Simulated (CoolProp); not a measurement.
Vapour-liquid equilibrium of CHF3 (R23) (1) + R125 (2) at 218.1 K; x and y are mole fractions of (1).

The numbers come from the multi-fluid Helmholtz-energy mixture model, Penoncello 2003 and Lemmon 2005; pair parameters Bell 2016 in CoolProp.

| x | bubble pressure, mixture model (kPa) | bubble pressure, Raoult's law (kPa) | y, mixture model | y, Raoult's law |
|---|---|---|---|---|
| 0.05 | 85.70 | 86.91 | 0.206 | 0.223 |
| 0.15 | 116.1 | 118.6 | 0.469 | 0.491 |
| 0.25 | 147.6 | 150.2 | 0.626 | 0.645 |
| 0.35 | 179.5 | 181.9 | 0.730 | 0.746 |
| 0.45 | 211.5 | 213.6 | 0.803 | 0.817 |
| 0.55 | 243.3 | 245.3 | 0.857 | 0.870 |
| 0.65 | 275.0 | 276.9 | 0.899 | 0.910 |
| 0.75 | 306.7 | 308.6 | 0.934 | 0.942 |
| 0.85 | 338.6 | 340.3 | 0.963 | 0.969 |
| 0.95 | 371.1 | 371.9 | 0.988 | 0.990 |

The largest gap from Raoult's law is -2.1 % in bubble pressure, at x = 0.15. No azeotrope shows between x = 0.05 and 0.95.

The pair parameters rest on a limited set of measurements; away from them the model extrapolates.
